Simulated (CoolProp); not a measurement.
Vapour-liquid equilibrium of ethanol (1) + o-xylene (2) at 351.1 K; x and y are mole fractions of (1).

The numbers come from the multi-fluid Helmholtz-energy mixture model, Schroeder 2014 and Zhou 2012; pair parameters Bell 2016 in CoolProp.

| x | bubble pressure, mixture model (bar) | bubble pressure, Raoult's law (bar) | y, mixture model | y, Raoult's law |
|---|---|---|---|---|
| 0.05 | 0.3487 | 0.1608 | 0.675 | 0.309 |
| 0.125 | 0.5661 | 0.2266 | 0.808 | 0.549 |
| 0.2 | 0.6869 | 0.2924 | 0.848 | 0.680 |
| 0.275 | 0.7531 | 0.3583 | 0.865 | 0.763 |
| 0.35 | 0.7897 | 0.4241 | 0.874 | 0.821 |
| 0.425 | 0.8116 | 0.4899 | 0.880 | 0.863 |
| 0.5 | 0.8277 | 0.5557 | 0.885 | 0.895 |
| 0.575 | 0.8432 | 0.6216 | 0.890 | 0.920 |
| 0.65 | 0.8613 | 0.6874 | 0.897 | 0.940 |
| 0.725 | 0.8833 | 0.7532 | 0.907 | 0.957 |
| 0.8 | 0.9098 | 0.8191 | 0.922 | 0.971 |
| 0.875 | 0.9401 | 0.8849 | 0.943 | 0.983 |
| 0.95 | 0.9727 | 0.9507 | 0.974 | 0.994 |

The largest gap from Raoult's law is +149.8 % in bubble pressure, at x = 0.125. No azeotrope shows between x = 0.05 and 0.95.

The pair parameters rest on a limited set of measurements; away from them the model extrapolates. With so large a gap from Raoult's law the liquid may split in two, which this calculation doesn't test in full.
